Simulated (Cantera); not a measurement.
Input: 1 mol Fe3O4, 0.63 mol C, 19 mol H2, equilibrated at 2500 Pa.

Equilibrium computed with Cantera from the NASA thermochemical tables; the gas is ideal and each condensed phase is pure. Candidate condensed phases: C, C6H6, C7H8, C8H18, Fe, Fe(CO)5, FeO, Fe(OH)2, Fe(OH)3, Fe2O3, Fe3O4, H2O; 114 gas species. Rates play no part.

### Question
What share of the Fe ends up in condensed phases as a function of T (K), at 1348, 1498, 1648, 1798, 1948, 2098, 2248?

### Answer
| T (K) | Fe condensed (%) | as |
|---|---|---|
| 1348 | 100.0 | Fe(γ) |
| 1498 | 100.0 | Fe(γ) |
| 1648 | 99.9 | Fe(γ) |
| 1798 | 99.2 | Fe(δ) |
| 1948 | 94.7 | Fe(l) |
| 2098 | 71.2 | Fe(l) |
| 2248 | 0.0 | - |
